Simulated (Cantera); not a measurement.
Feed: 1 mol SiHCl3, 480 mol H2, at 1.70 bar.

Cantera equilibrium calculation (NASA polynomials, part measured and part estimated; ideal gas, pure solids and liquids). Candidate condensed phases: Si; 19 gas species. Gases not in the tables: Si2H6 and higher silanes. Rates play no part.

x: gas mole fraction; n: condensed amount in mol.

| T (°C) | x H2 | x HCl | x SiCl2 | x H | x SiH2 | x SiH2Cl2 | n Si(s) | n Si(l) |
|---|---|---|---|---|---|---|---|---|
| 1225 | 0.994 | 0.00596 | 0.000115 | 1.31e-5 | 1.45e-6 | 6.62e-6 | 0.935 | 0 |
| 1250 | 0.994 | 0.00596 | 0.000117 | 1.77e-5 | 1.99e-6 | 5.54e-6 | 0.935 | 0 |
| 1275 | 0.994 | 0.00596 | 0.000119 | ? | ? | ? | 0.934 | 0 |
| 1300 | 0.994 | 0.00596 | 0.000121 | 3.11e-5 | 3.65e-6 | 3.96e-6 | 0.934 | 0 |
| 1325 | 0.994 | 0.00596 | 0.000123 | 4.07e-5 | 4.86e-6 | 3.37e-6 | 0.933 | 0 |
| 1350 | 0.994 | 0.00596 | 0.000125 | 5.28e-5 | 6.43e-6 | 2.88e-6 | 0.931 | 0 |
| 1375 | 0.994 | 0.00596 | 0.000127 | 6.81e-5 | 8.42e-6 | 2.48e-6 | 0.930 | 0 |
| 1400 | 0.994 | 0.00595 | 0.000129 | ? | ? | ? | 0.928 | 0 |
| 1425 | 0.994 | 0.00596 | 0.000128 | 0.000111 | 1.39e-5 | 1.83e-6 | 0 | 0.927 |

Task: Complete the blanks.

Result: 
- 1400, x H: 8.71e-5
- 1400, x SiH2: 1.09e-5
- 1400, x SiH2Cl2: 2.14e-6
- 1275, x H: 2.35e-5
- 1275, x SiH2: 2.71e-6
- 1275, x SiH2Cl2: 4.67e-6
